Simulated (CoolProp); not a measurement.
CF4 (R14) at 163.51 K and 0.221 MPa is compressed adiabatically to 1.48 MPa with isentropic efficiency 0.9. Each further row changes one setting.

Values from CoolProp's reference Helmholtz-energy equation of state, Platzer 1990. This equation is an older, rougher fit.

```
case             work (kJ/kg)  final temperature (K)  final density (kg/m³)
---------------  ------------  ---------------------  ---------------------
as stated                36.1                  242.0                   73.4
efficiency 1             32.5                  236.7                   75.9
efficiency 0.65          50.0                  262.1                   65.5
```
